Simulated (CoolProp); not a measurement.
Computed with CoolProp (reference Helmholtz-energy equation of state, Thol 2014).

Question: Give the vapour pressure (MPa), liquid density (kg/m³), enthalpy of vaporisation (kJ/kg), surface tension (mN/m) of saturated diethyl ether at 291.2, 351.6, 360.2 K.

Answer: 
```
T (K)  p (MPa)  liquid density (kg/m³)  enthalpy of vaporisation (kJ/kg)  surface tension (mN/m)
-----  -------  ----------------------  --------------------------------  ----------------------
291.2   0.0544                     716                               372                    17.3
351.6    0.387                     641                               316                    10.3
360.2    0.481                     628                               306                    9.38
```

Surface tension comes from a separate correlation (Mulero 2014).
